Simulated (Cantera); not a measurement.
Feed: 1 mol Nb, 0.11 mol H2O, 470 mol H2, 0.32 mol O2, equilibrated at 0.100 bar.

These are equilibrium values from Cantera (NASA tables, ideal gas, pure condensed phases), not measurements of a reactor. Candidate condensed phases: H2O, Nb, NbO, NbO2, Nb2O5; 12 gas species. Mutual solubility and eutectic melting of coexisting phases are not modelled. NbO: taken at fixed stoichiometry. Condensed phases not in the tables: N, O or C dissolved in the metal. Kinetics and transport are ignored.

Question: At 1625 °C, list the 3 most abundant gas species with their mole fractions, and the condensed phases.

Answer: H2 0.997, H 0.00247, H2O 0.000901. Condensed: Nb(s) + NbO(s).
